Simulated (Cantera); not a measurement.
Diamond growth

A diamond (100) surface in a fixed gas of H2 with x(CH4) = 0.015, x(CH3) = 1.8e-05, at 1198 K, 0.0434 atm; coverages are run to steady state.

Cantera simulation using the Harris–Goodwin 1993 mechanism for the reconstructed diamond (100) surface; the numbers are that mechanism's predictions, not measurements.

```json
[
 {"x(H)": "0.0001", "growth (µm/h)": "0.0115", "θ c6HH": "0.617", "θ c6H*": "0.0272", "θ c6*H": "0.350", "θ c6**": "0.00521", "θ c6HM": "0.000158"},
 {"x(H)": "0.0002", "growth (µm/h)": "0.0250", "θ c6HH": "0.546", "θ c6H*": "0.0320", "θ c6*H": "0.412", "θ c6**": "0.00990", "θ c6HM": "0.000201"},
 {"x(H)": "0.00039", "growth (µm/h)": "0.0450", "θ c6HH": "0.500", "θ c6H*": "0.0349", "θ c6*H": "0.449", "θ c6**": "0.0155", "θ c6HM": "0.000236"},
 {"x(H)": "0.00077", "growth (µm/h)": "0.0745", "θ c6HH": "0.472", "θ c6H*": "0.0366", "θ c6*H": "0.470", "θ c6**": "0.0209", "θ c6HM": "0.000261"},
 {"x(H)": "0.0015", "growth (µm/h)": "0.117", "θ c6HH": "0.456", "θ c6H*": "0.0374", "θ c6*H": "0.481", "θ c6**": "0.0250", "θ c6HM": "0.000269"},
 {"x(H)": "0.003", "growth (µm/h)": "0.186", "θ c6HH": "0.447", "θ c6H*": "0.0379", "θ c6*H": "0.487", "θ c6**": "0.0277", "θ c6HM": "0.000258"},
 {"x(H)": "0.0059", "growth (µm/h)": "0.285", "θ c6HH": "0.443", "θ c6H*": "0.0381", "θ c6*H": "0.489", "θ c6**": "0.0293", "θ c6HM": "0.000227"},
 {"x(H)": "0.012", "growth (µm/h)": "0.420", "θ c6HH": "0.440", "θ c6H*": "0.0383", "θ c6*H": "0.491", "θ c6**": "0.0302", "θ c6HM": "0.000177"},
 {"x(H)": "0.023", "growth (µm/h)": "0.552", "θ c6HH": "0.439", "θ c6H*": "0.0385", "θ c6*H": "0.491", "θ c6**": "0.0307", "θ c6HM": "0.000126"}
]
```
θ: site fractions in the mechanism's names (c6HH fully hydrogenated, c6H* and c6*H radical sites, c6** diradical, c6HM methylated).
